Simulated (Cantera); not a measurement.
Input: 1 mol CH3Cl, 0.019 mol F2, held at 2723 K and 78.0 Pa.

Equilibrium computed with Cantera from the NASA thermochemical tables; the gas is ideal and each condensed phase is pure. Candidate condensed phases: C, C6H6, C7H8, C8H18; 118 gas species. The numbers say what is thermodynamically allowed, not how fast it happens.

Base state: H 0.614, Cl 0.233, H2 0.0766, HCl 0.0419, C3 0.0153, HF 0.0101, C 0.00355, C2H2 (acetylene) 0.00196 (mole fractions); condensed: C(graphite).

**Question.** What changes in the equilibrium state with this change: temperature from 2723 K to 1350 K?

**Answer.** 
| species | before | after |
|---|---|---|
| HCl | 0.0419 | 0.495 |
| H2 | 0.0766 | 0.486 |
| HF | 0.0101 | 0.0188 |
| H | 0.614 | 5.95e-5 |
| C3 | 0.0153 | <1e-9 |
| Cl | 0.233 | 5.05e-5 |
| C | 0.00355 | <1e-9 |
| C2H | 0.00174 | <1e-9 |
| C(graphite), mol | 0.780 | 1.000 |
